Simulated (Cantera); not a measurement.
# Thermodynamics of aluminium nitride and oxide growth, feed AlCl₃ + N₂O + H₂

Feed: 1 mol AlCl₃, 1.5 mol N₂O, 2.9 mol H₂, equilibrated at 7.20 mbar.

Method: chemical equilibrium by Gibbs-energy minimisation in Cantera with the NASA 1993 tables (ideal gas, pure condensed phases). Candidate condensed phases: Al, AlCl₃, AlN, Al₂O₃, H₂O, NH₄Cl; 45 gas species. The tables' values for AlCl₂, AlOH are old estimates; treat these amounts as uncertain. Rates play no part.

| T (K) | x HCl | x N₂ | x H₂ | x Cl | x H | x H₂O | x AlCl | x AlCl₂ | n Al₂O₃(s) |
|---|---|---|---|---|---|---|---|---|---|
| 1048 | 0.508 | 0.254 | 0.237 | 8.67e-8 | 4.44e-8 | 0.000123 | 3.22e-12 | 1.70e-9 | 0.500 |
| 1148 | 0.508 | 0.254 | 0.237 | 7.76e-7 | 4.11e-7 | 0.000232 | 1.80e-10 | 2.50e-8 | 0.500 |
| 1248 | 0.508 | 0.254 | 0.237 | 4.91e-6 | 2.68e-6 | 0.000393 | 5.21e-9 | 2.36e-7 | 0.499 |
| 1348 | 0.507 | 0.254 | 0.237 | 2.37e-5 | 1.33e-5 | 0.000614 | 9.05e-8 | 1.58e-6 | 0.499 |
| 1448 | 0.507 | 0.254 | 0.237 | 9.21e-5 | 5.29e-5 | 0.000901 | 1.04e-6 | 8.05e-6 | 0.498 |
| 1548 | 0.506 | 0.254 | 0.237 | 0.000301 | 0.000177 | 0.00127 | 8.59e-6 | 3.25e-5 | 0.498 |
| 1648 | 0.504 | 0.254 | 0.237 | 0.000852 | 0.000511 | 0.00174 | 5.23e-5 | 0.000106 | 0.497 |
| 1748 | 0.502 | 0.254 | 0.237 | 0.00214 | 0.00131 | 0.00244 | 0.000236 | 0.000274 | 0.495 |
| 1848 | 0.497 | 0.253 | 0.236 | 0.00485 | 0.00304 | 0.00359 | 0.000783 | 0.000551 | 0.493 |
| 1948 | 0.488 | 0.252 | 0.235 | 0.0101 | 0.00645 | 0.00555 | 0.00196 | 0.000876 | 0.489 |
| 2048 | 0.472 | 0.250 | 0.232 | 0.0192 | 0.0127 | 0.00873 | 0.00401 | 0.00117 | 0.482 |
| 2148 | 0.447 | 0.246 | 0.227 | 0.0337 | 0.0234 | 0.0134 | 0.00711 | 0.00139 | 0.471 |
x: gas mole fraction; n: condensed amount in mol.

From 1048 K to 2148 K the condensed part is Al₂O₃(s). The main Al-bearing gas is AlCl₃ at 1048 K and AlCl at 2148 K. The share of Al in condensed phases is highest at 1048 K (100.0 %) and lowest at 2148 K (94.2 %).
